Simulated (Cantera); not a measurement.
A closed system holds: 1 mol trisilylamine, 26 mol NH3, 13 mol N2, equilibrated at 20.3 Torr.

These are equilibrium values from Cantera (NASA tables, ideal gas, pure condensed phases), not measurements of a reactor. Candidate condensed phases: Si, Si3N4; 18 gas species. The feed counts by its element totals alone. The tables' values for SiN are old estimates; treat these amounts as uncertain. Gases not in the tables: Si2H6 and higher silanes. Kinetics and transport are ignored.

x: gas mole fraction; n: condensed amount in mol.

```
T (K)   x H2   x N2       x H      x Si     x SiH      x SiH2  n Si3N4(s)  n Si(l)
-----  -----  -----  --------  --------  --------  ----------  ----------  -------
973    0.640  0.360   5.26e-9    <1e-12    <1e-12      <1e-12        1.00        0
1048   0.640  0.360   3.76e-8    <1e-12    <1e-12      <1e-12        1.00        0
1123   0.640  0.360   2.07e-7    <1e-12    <1e-12      <1e-12        1.00        0
1198   0.640  0.360   9.25e-7    <1e-12    <1e-12  (withheld)        1.00        0
1273   0.640  0.360   3.47e-6    <1e-12    <1e-12  (withheld)        1.00        0
1348   0.640  0.360   1.13e-5  2.16e-11  1.83e-11  (withheld)        1.00        0
1423   0.640  0.360   3.23e-5  5.60e-10  3.30e-10  (withheld)        1.00        0
1498   0.640  0.360   8.36e-5   1.04e-8   4.42e-9  (withheld)       1.000        0
1573   0.640  0.360  0.000198   1.46e-7   4.61e-8  (withheld)       1.000        0
1648   0.639  0.360  0.000433   1.60e-6   3.86e-7  (withheld)       1.000        0
1723   0.639  0.360  0.000887   1.42e-5   2.68e-6  (withheld)       0.999        0
1798   0.638  0.360   0.00171  0.000105   1.58e-5  (withheld)       0.996        0
1873   0.619  0.378   0.00309  0.000327   3.93e-5  (withheld)           0     2.97
1948   0.616  0.377   0.00540  0.000860   8.53e-5  (withheld)           0     2.92
```

### Question
What belongs in the gaps?

### Answer

- 1198, x SiH2: 1.43e-12
- 1273, x SiH2: 2.59e-11
- 1348, x SiH2: 3.37e-10
- 1423, x SiH2: 3.33e-9
- 1498, x SiH2: 2.61e-8
- 1573, x SiH2: 1.68e-7
- 1648, x SiH2: 9.08e-7
- 1723, x SiH2: 4.23e-6
- 1798, x SiH2: 1.73e-5
- 1873, x SiH2: 3.03e-5
- 1948, x SiH2: 4.83e-5
